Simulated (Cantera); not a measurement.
A closed system holds: 1 mol Mg(OH)2, 0.6 mol H2, 0.047 mol H2O, held at 1875 K and 160 Pa.

Cantera equilibrium calculation (NASA polynomials, part measured and part estimated; ideal gas, pure solids and liquids). Candidate condensed phases: H2O, Mg, MgO, Mg(OH)2; 15 gas species. Kinetics and transport are ignored.

### Question
What is the equilibrium state?

### Answer
| Item | Result |
|---|---|
| x(H2O) | 0.631 |
| x(H2) | 0.357 |
| x(H) | 0.00979 |
| x(OH) | 0.00135 |
| x(Mg) | 0.000796 |
| x(O) | 2.80e-5 |
| x(MgOH) | 2.75e-5 |
| x(O2) | 2.17e-5 |
| x(Mg(OH)2) | 8.50e-6 |
| n(MgO(s)) | 0.999 mol |
| gas amount | 1.658 mol |
| log10 activity of Mg(l) (absent) | -7.20 |
